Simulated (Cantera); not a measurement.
A Cantera script and its output.

```python
import numpy as np
import cantera as ct

gas = ct.Solution("gri30.yaml")
gas.TPX = 473, 270000, {'CH4': 1, 'O2': 2.25, 'N2': 8.45, 'H2O': 3.1}
inlet = ct.Reservoir(gas, clone=True)
gas.equilibrate("HP")  # start burning
reactor = ct.IdealGasConstPressureReactor(gas, energy="on", clone=False)
exhaust = ct.Reservoir(gas, clone=True)
tau = [0.22, 0.086, 0.034, 0.013, 0.0053, 0.0021, 0.00084, 0.00033, 0.00013, 5.2e-05, 2.1e-05][0]
for a, b in ((inlet, reactor), (reactor, exhaust)):
    ct.MassFlowController(a, b, mdot=lambda t: reactor.mass / tau)
net = ct.ReactorNet([reactor])
show = ['CH4', 'O2', 'H2O', 'OH', 'C2H4']

rows = []
print(f"{'tau/s':>10s}{'T/K':>9s}" + "".join(f"{s:>11s}" for s in show))
for tau in [0.22, 0.086, 0.034, 0.013, 0.0053, 0.0021, 0.00084, 0.00033, 0.00013, 5.2e-05, 2.1e-05]:
    net.initial_time = 0.0
    net.advance(30 * tau)
    before = gas.X
    net.advance(40 * tau)
    drift = np.max(np.abs(gas.X - before) / (gas.X + 1e-9))
    rows.append([gas.T, *gas[show].X, drift])
    print(f"{tau:10.3e}{gas.T:9.1f}" + "".join(f"{x:11.3e}" for x in gas[show].X))
```

Result:

```
     tau/s      T/K        CH4         O2        H2O         OH       C2H4
 2.200e-01   1882.3  3.980e-06  1.689e-02  3.436e-01  9.952e-04  6.607e-10
 8.600e-02   1880.0  8.316e-06  1.699e-02  3.434e-01  1.135e-03  2.868e-09
 3.400e-02   1875.7  1.605e-05  1.719e-02  3.429e-01  1.357e-03  1.023e-08
 1.300e-02   1867.8  3.061e-05  1.759e-02  3.421e-01  1.682e-03  3.325e-08
 5.300e-03   1855.7  5.602e-05  1.826e-02  3.408e-01  2.059e-03  9.233e-08
 2.100e-03   1835.7  1.077e-04  1.947e-02  3.389e-01  2.487e-03  2.570e-07
 8.400e-04   1804.2  2.202e-04  2.155e-02  3.361e-01  2.848e-03  7.438e-07
 3.300e-04   1749.1  5.512e-04  2.568e-02  3.319e-01  2.804e-03  3.048e-06
 1.300e-04    473.0  6.757e-02  1.520e-01  2.095e-01  3.921e-26  9.575e-18
 5.200e-05    473.0  6.757e-02  1.520e-01  2.095e-01  3.158e-29  5.156e-21
 2.100e-05    473.0  6.757e-02  1.520e-01  2.095e-01  8.583e-30  3.257e-22
```

Model: GRI-Mech 3.0 (53 species, 325 reactions), integrated in Cantera.
